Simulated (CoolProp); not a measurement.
A single-stage vapour-compression cycle with R143a: evaporating at 280.15 K (dew point), condensing at 329.15 K (bubble point), superheat 8 K, subcooling 5 K, compressor efficiency 0.6, no pressure losses. Each further row changes one setting.

The numbers come from the reference Helmholtz-energy equation of state, Lemmon and Jacobsen 2000 in CoolProp.

```csv
case,cooling COP,pressure ratio,discharge temperature (K),refrigerating effect (kJ/kg),volumetric capacity (kJ/m³)
as stated,?,3.44,357.1,115,3700
evaporating temperature 285.15 K,?,2.98,354.7,118,4380
condensing temperature 324.15 K,?,3.08,350.6,125,4000
subcooling 10 K,?,3.44,357.1,125,4020
superheat 18 K,2.42,3.44,367.6,126,3820
compressor efficiency 0.5,1.97,3.44,364.0,115,3700
```

Question: What belongs in the gaps?

Answer: 
- as stated, cooling COP: 2.37
- evaporating temperature 285.15 K, cooling COP: 2.76
- condensing temperature 324.15 K, cooling COP: 2.80
- subcooling 10 K, cooling COP: 2.57
